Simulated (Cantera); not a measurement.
Adiabatic ignition

An adiabatic, constant-volume homogeneous reactor starts with 6.05 % CH4, 18.9 % O2, 71.4 % N2, 3.69 % H2O, equivalence ratio 0.64, at 1250 K and 100000 Pa.

Computed with Cantera and GRI-Mech 3.0 (53 species, 325 reactions).

```csv
t (s),T (K),P (bar),x CH4,x O2,x H2O,x CO2,x NO,x CO
9.00e-6,1250,1.00,0.0605,0.189,0.0369,<1e-12,<1e-12,<1e-12
2.55e-5,1250,1.00,0.0605,0.189,0.0369,<1e-12,<1e-12,<1e-12
7.22e-5,1250,1.000,0.0605,0.189,0.0369,<1e-12,<1e-12,2.70e-12
0.000205,1250,1.000,0.0605,0.189,0.0369,1.06e-12,<1e-12,6.89e-11
0.000580,1250,1.000,0.0605,0.189,0.0369,4.48e-11,<1e-12,2.25e-9
0.00164,1250,1.00,0.0605,0.189,0.0369,3.15e-9,<1e-12,1.30e-7
0.00466,1251,1.00,0.0603,0.189,0.0370,7.89e-8,<1e-12,6.32e-6
0.0132,1259,1.01,0.0590,0.188,0.0381,2.00e-6,<1e-12,0.000234
0.0374,2565,2.08,<1e-12,0.0613,0.146,0.0522,0.0130,0.00760
0.106,2565,2.08,<1e-12,0.0612,0.146,0.0522,0.0131,0.00760
0.300,2565,2.08,<1e-12,0.0612,0.146,0.0522,0.0131,0.00760
```
x: mole fraction; the columns are a selection and need not sum to one.

The time of steepest temperature rise comes out as 19.2 ms and the temperature at 0.300 s comes out as 2565 K. The equilibrium temperature comes out as 2565 K and the x(CH4) at 0.300 s is <1e-12 (gas-phase equilibrium <1e-12). The x(O2) at 0.300 s comes out as 0.0612 (gas-phase equilibrium 0.0612) and the x(H2O) at 0.300 s comes out as 0.146 (gas-phase equilibrium 0.146).
